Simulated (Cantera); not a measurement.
**Si + O2 + H2 (thermal oxidation and active oxidation of silicon)**

Charge: 1 mol Si, 0.0093 mol O2, 2.1 mol H2, held at 1700 K and 8.40 bar.

Cantera equilibrium calculation (NASA polynomials, part measured and part estimated; ideal gas, pure solids and liquids). Candidate condensed phases: H2O, Si, SiO2; 18 gas species. Each liquid is taken as pure. Mutual solubility and eutectic melting of coexisting phases are not modelled. The tables hold silica as quartz up to 1696 K and as liquid above; real silica turns to tridymite and cristobalite and melts near 1996 K. Gases not in the tables: Si2H6 and higher silanes. The numbers say what is thermodynamically allowed, not how fast it happens.

x(H2): 0.998
x(SiO): 0.00150
x(H): 5.08e-5
x(H2O): 2.19e-5
x(SiH2): 1.42e-5
x(SiH4): 1.05e-5
n(Si(l)): 0.989 mol
n(SiO2(condensed)): 0.00770 mol
gas amount: 2.103 mol
